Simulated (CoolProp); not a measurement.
Properties of ethanol at several states.

Computed with CoolProp (reference Helmholtz-energy equation of state, Schroeder 2014).

```tsv
T (K)	p (MPa)	phase	Z	speed of sound (m/s)	Joule-Thomson coefficient (K/MPa)	expansivity (1/kK)	viscosity (µPa s)	fugacity coefficient
444.3	6.81	liquid	0.1345	679.9	0.06265	2.603	145	0.2231
276.4	0.865	liquid	0.02156	1222	-0.3877	1.049	1700	0.002366
386.1	0.182	gas	0.9632	272.3	39.24	3.101	11.4	0.9645
340.3	10.8	liquid	0.2317	1083	-0.2878	1.153	566	0.007282
245.2	0.131	liquid	0.003566	1337	-0.4289	1.027	3580	0.001333
```

Viscosity comes from a separate model (Kiselev 2005).
